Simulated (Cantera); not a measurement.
**Transport properties of process gases**

Gas mixture: 100 % H2, at 6.71 atm, frozen composition.

Cantera's kinetic-theory transport with the Lennard-Jones parameters of GRI-Mech 3.0, ideal gas; thermal conductivity in the mixture-averaged form.

| T (K) | ρ (kg/m³) | cp (J/kg/K) | μ (µPa s) | λ (mW/m/K) | Pr | D (cm²/s) NH3 | D (cm²/s) H2O | D (cm²/s) CH3 |
|---|---|---|---|---|---|---|---|---|
| 400 | 0.412 | 14520 | 10.9 | 229 | 0.689 | 0.201 | 0.217 | 0.177 |
| 550 | 0.300 | 14520 | 13.4 | 282 | 0.689 | 0.352 | 0.382 | 0.304 |
| 700 | 0.236 | 14560 | 15.6 | 331 | 0.687 | 0.534 | 0.581 | 0.455 |
| 850 | 0.194 | 14780 | 17.7 | 380 | 0.690 | 0.743 | 0.811 | 0.629 |
| 1000 | 0.165 | 14960 | 19.7 | 428 | 0.687 | 0.977 | 1.07 | 0.824 |
| 1150 | 0.143 | 15270 | 21.5 | 477 | 0.689 | 1.24 | 1.35 | 1.04 |
| 1300 | 0.127 | 15590 | 23.3 | 527 | 0.690 | 1.52 | 1.66 | 1.27 |
| 1450 | 0.114 | 15910 | 25.0 | 576 | 0.691 | 1.82 | 2.00 | 1.53 |
D: mixture-averaged diffusion coefficient of that species in the mixture.
